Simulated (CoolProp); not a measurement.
Values from CoolProp's reference Helmholtz-energy equation of state, Lemmon 2004. It is a short technical equation, of lower accuracy than the large ones.

### Question
For n-dodecane, give the phase and the cp (kJ/(kg K)), viscosity (µPa s), conductivity (mW/(m K)) at 600.4 K and 843 kPa; 352 K and 20.4 kPa; 489.4 K and 33.3 kPa.

### Answer
- 600.4 K and 843 kPa: liquid; cp 3.55, viscosity 76.1, conductivity 74.5
- 352 K and 20.4 kPa: liquid; cp 2.40, viscosity 636, conductivity 123
- 489.4 K and 33.3 kPa: gas; cp 2.47, viscosity 7.46, conductivity 24.0

Viscosity comes from a separate model (Huber 2004). Thermal conductivity comes from a separate model (Huber 2004).
